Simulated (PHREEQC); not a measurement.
A solution holds 30 mmol/kgw HF, 1.8 mmol/kgw Na2CO3 and 0.2 mmol/kgw KCl, at 41 °C. Closed to the air; pH follows from the charge balance.

Equilibrium calculation in PHREEQC: ion-association model, wateq4f.dat.

```csv
quantity,before,after
pH,2.66,5.97
HF (mol/kgw),0.0221,6.00e-6
HF2- (mol/kgw),0.000509,7.56e-8
NaF (mol/kgw),9.47e-6,5.38e-6
SI of Halite (NaCl),-7.83,-7.82
SI of Nahcolite (NaHCO3),-8.45,-5.31
```

**Question.** What was changed between the two runs?
A. HF replaced by (CH3)4NF at the same molality
B. 0.0034 mol/kgw ZnSO4 added
C. HF from 0.03 to 0.003 mol/kgw
D. 0.00042 mol/kgw NaOH added
E. diluted 100-fold with water

**Answer.** C, HF from 0.03 to 0.003 mol/kgw

This is a speciation only: nothing precipitates in the calculation. Constants without temperature data keep their 25 °C values here.
